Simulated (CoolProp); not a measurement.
Properties of dimethyl carbonate along the isotherm 119.15 °C (Tc = 283.9 °C, pc = 49.09 bar, ω = 0.346).

The numbers come from the reference Helmholtz-energy equation of state, Zhou 2011 in CoolProp.

```json
[
 {"p (bar)": "0.0776", "phase": "gas", "density (kg/m³)": "0.2147", "cv (kJ/(kg K))": "1.328", "isothermal compressibility (1/MPa)": "129.1", "expansivity (1/kK)": "2.563", "fugacity coefficient": "0.9983"},
 {"p (bar)": "0.114", "phase": "gas", "density (kg/m³)": "0.3156", "cv (kJ/(kg K))": "1.329", "isothermal compressibility (1/MPa)": "87.94", "expansivity (1/kK)": "2.570", "fugacity coefficient": "0.9975"},
 {"p (bar)": "0.167", "phase": "gas", "density (kg/m³)": "0.4629", "cv (kJ/(kg K))": "1.329", "isothermal compressibility (1/MPa)": "60.10", "expansivity (1/kK)": "2.579", "fugacity coefficient": "0.9964"},
 {"p (bar)": "0.245", "phase": "gas", "density (kg/m³)": "0.6802", "cv (kJ/(kg K))": "1.329", "isothermal compressibility (1/MPa)": "41.04", "expansivity (1/kK)": "2.594", "fugacity coefficient": "0.9947"},
 {"p (bar)": "0.36", "phase": "gas", "density (kg/m³)": "1.002", "cv (kJ/(kg K))": "1.330", "isothermal compressibility (1/MPa)": "28.00", "expansivity (1/kK)": "2.615", "fugacity coefficient": "0.9922"},
 {"p (bar)": "0.529", "phase": "gas", "density (kg/m³)": "1.478", "cv (kJ/(kg K))": "1.332", "isothermal compressibility (1/MPa)": "19.13", "expansivity (1/kK)": "2.648", "fugacity coefficient": "0.9886"},
 {"p (bar)": "0.776", "phase": "gas", "density (kg/m³)": "2.180", "cv (kJ/(kg K))": "1.333", "isothermal compressibility (1/MPa)": "13.11", "expansivity (1/kK)": "2.696", "fugacity coefficient": "0.9833"},
 {"p (bar)": "1.14", "phase": "gas", "density (kg/m³)": "3.230", "cv (kJ/(kg K))": "1.336", "isothermal compressibility (1/MPa)": "9.005", "expansivity (1/kK)": "2.771", "fugacity coefficient": "0.9754"},
 {"p (bar)": "1.67", "phase": "gas", "density (kg/m³)": "4.791", "cv (kJ/(kg K))": "1.340", "isothermal compressibility (1/MPa)": "6.230", "expansivity (1/kK)": "2.888", "fugacity coefficient": "0.9640"},
 {"p (bar)": "2.45", "phase": "liquid", "density (kg/m³)": "931.4", "cv (kJ/(kg K))": "1.500", "isothermal compressibility (1/MPa)": "0.002100", "expansivity (1/kK)": "1.636", "fugacity coefficient": "0.9141"},
 {"p (bar)": "3.6", "phase": "liquid", "density (kg/m³)": "931.6", "cv (kJ/(kg K))": "1.500", "isothermal compressibility (1/MPa)": "0.002095", "expansivity (1/kK)": "1.634", "fugacity coefficient": "0.6242"},
 {"p (bar)": "5.29", "phase": "liquid", "density (kg/m³)": "931.9", "cv (kJ/(kg K))": "1.500", "isothermal compressibility (1/MPa)": "0.002088", "expansivity (1/kK)": "1.630", "fugacity coefficient": "0.4269"},
 {"p (bar)": "7.76", "phase": "liquid", "density (kg/m³)": "932.4", "cv (kJ/(kg K))": "1.500", "isothermal compressibility (1/MPa)": "0.002077", "expansivity (1/kK)": "1.625", "fugacity coefficient": "0.2932"},
 {"p (bar)": "11.4", "phase": "liquid", "density (kg/m³)": "933.1", "cv (kJ/(kg K))": "1.500", "isothermal compressibility (1/MPa)": "0.002061", "expansivity (1/kK)": "1.617", "fugacity coefficient": "0.2017"},
 {"p (bar)": "16.7", "phase": "liquid", "density (kg/m³)": "934.1", "cv (kJ/(kg K))": "1.500", "isothermal compressibility (1/MPa)": "0.002038", "expansivity (1/kK)": "1.606", "fugacity coefficient": "0.1399"},
 {"p (bar)": "24.5", "phase": "liquid", "density (kg/m³)": "935.6", "cv (kJ/(kg K))": "1.500", "isothermal compressibility (1/MPa)": "0.002006", "expansivity (1/kK)": "1.589", "fugacity coefficient": "0.09757"}
]
```
